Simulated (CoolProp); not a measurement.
Saturated liquid density (kg/m³) of ethylene: the reference equation beside estimates from Tc = 282.4 K, pc = 5.042 MPa, ω = 0.087.

Computed with CoolProp (reference Helmholtz-energy equation of state, Smukala 2000).

```json
[
 {"T (K)": "131.2", "reference": "619.6", "van der Waals": "402.6", "Redlich-Kwong": "(withheld)", "Soave-Redlich-Kwong": "596.2", "Peng-Robinson": "670.4"},
 {"T (K)": "136.4", "reference": "612.8", "van der Waals": "398.7", "Redlich-Kwong": "592.5", "Soave-Redlich-Kwong": "590.2", "Peng-Robinson": "664.1"},
 {"T (K)": "141.7", "reference": "605.8", "van der Waals": "394.6", "Redlich-Kwong": "585.8", "Soave-Redlich-Kwong": "584.0", "Peng-Robinson": "657.5"},
 {"T (K)": "146.9", "reference": "(withheld)", "van der Waals": "390.5", "Redlich-Kwong": "(withheld)", "Soave-Redlich-Kwong": "577.6", "Peng-Robinson": "(withheld)"},
 {"T (K)": "152.1", "reference": "591.7", "van der Waals": "386.2", "Redlich-Kwong": "571.9", "Soave-Redlich-Kwong": "571.1", "Peng-Robinson": "643.7"},
 {"T (K)": "157.4", "reference": "584.5", "van der Waals": "381.8", "Redlich-Kwong": "564.5", "Soave-Redlich-Kwong": "564.1", "Peng-Robinson": "636.2"},
 {"T (K)": "162.6", "reference": "577.2", "van der Waals": "377.4", "Redlich-Kwong": "557.0", "Soave-Redlich-Kwong": "557.1", "Peng-Robinson": "628.6"},
 {"T (K)": "167.8", "reference": "569.9", "van der Waals": "372.8", "Redlich-Kwong": "549.2", "Soave-Redlich-Kwong": "549.7", "Peng-Robinson": "620.7"},
 {"T (K)": "173", "reference": "562.4", "van der Waals": "368.1", "Redlich-Kwong": "541.1", "Soave-Redlich-Kwong": "542.1", "Peng-Robinson": "612.4"}
]
```

Problem. Complete the blanks.

Solution. 
- 131.2, Redlich-Kwong: 598.9
- 146.9, reference: 598.8
- 146.9, Redlich-Kwong: 579.0
- 146.9, Peng-Robinson: 650.7

Absolute difference from the reference over all 9 rows, mean and median: van der Waals 34.8 and 34.7 %, Redlich-Kwong 3.4 and 3.3 %, Soave-Redlich-Kwong 3.6 and 3.5 %, Peng-Robinson 8.7 and 8.8 %.
